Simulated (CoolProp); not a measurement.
Vapour-liquid equilibrium of hydrogen chloride (1) + propane (2) at -71.55 °C; x and y are mole fractions of (1).

The numbers come from the multi-fluid Helmholtz-energy mixture model, Thol 2018 and Lemmon 2009; pair parameters Bell 2016 in CoolProp.

| x | bubble pressure, mixture model (bar) | bubble pressure, Raoult's law (bar) | y, mixture model | y, Raoult's law |
|---|---|---|---|---|
| 0.05 | 0.5364 | 0.3141 | 0.599 | 0.327 |
| 0.2 | 1.216 | 0.5887 | 0.841 | 0.698 |
| 0.35 | 1.565 | 0.8634 | … | 0.832 |
| 0.5 | 1.723 | 1.138 | … | 0.902 |
| 0.65 | … | 1.413 | 0.916 | 0.945 |
| 0.8 | 1.894 | 1.687 | 0.932 | 0.974 |
| 0.95 | 2.012 | 1.962 | 0.974 | 0.994 |

Complete the blanks.


- 0.35, y, mixture model: 0.887
- 0.5, y, mixture model: 0.905
- 0.65, bubble pressure, mixture model (bar): 1.808

The largest gap from Raoult's law is +106.6 % in bubble pressure, at x = 0.2. No azeotrope shows between x = 0.05 and 0.95.

Pair parameters are fitted to limited data, so mixtures are less certain than the pure fluids. With so large a gap from Raoult's law the liquid may split in two, which this calculation doesn't test in full.
